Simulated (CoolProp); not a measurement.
Properties of CF4 (R14) at several states (Tc = 227.4 K, pc = 37.62 bar, ω = 0.178).

Computed with CoolProp (reference Helmholtz-energy equation of state, Platzer 1990). This equation is an older, rougher fit.

| T (K) | p (bar) | phase | cp (kJ/(kg K)) | cv (kJ/(kg K)) | speed of sound (m/s) | Prandtl number |
|---|---|---|---|---|---|---|
| 488.2 | 2.71 | gas | 0.9012 | 0.8049 | 227.2 | 0.745 |
| 204.4 | 3.17 | gas | 0.5644 | 0.4532 | 148.7 | 0.771 |
| 349.7 | 10.3 | gas | 0.7812 | 0.6727 | 192.1 | 0.767 |
| 188.5 | 0.779 | gas | 0.5231 | 0.4240 | 146.4 | 0.747 |

Viscosity comes from a separate model (Huber 2003), an estimate that may be off by 10 % or more. Thermal conductivity comes from a separate model (Huber 2003), an estimate that may be off by 10 % or more.
